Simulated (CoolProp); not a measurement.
Nitrogen along the isobar 2 MPa: Z from the reference equation and from simpler models built on Tc = 126.2 K, pc = 3.396 MPa, ω = 0.037; each cubic takes its own stable root.

The numbers come from the reference Helmholtz-energy equation of state, Span 2000 in CoolProp.

```tsv
T (K)	phase	reference	van der Waals	Redlich-Kwong	Soave-Redlich-Kwong
95.6	liquid	0.09763	0.1412	0.09900	0.09924
137.1	gas	0.8301	0.8365	0.8258	0.8272
178.6	gas	0.9352	0.9255	0.9310	0.9358
220.2	gas	0.9722	0.9610	0.9684	0.9746
261.7	gas	0.9891	0.9786	0.9854	0.9919
303.2	gas	0.9977	0.9884	0.9941	1.001
344.7	gas	1.003	0.9944	0.9990	1.005
386.3	gas	1.005	0.9981	1.002	1.007
```
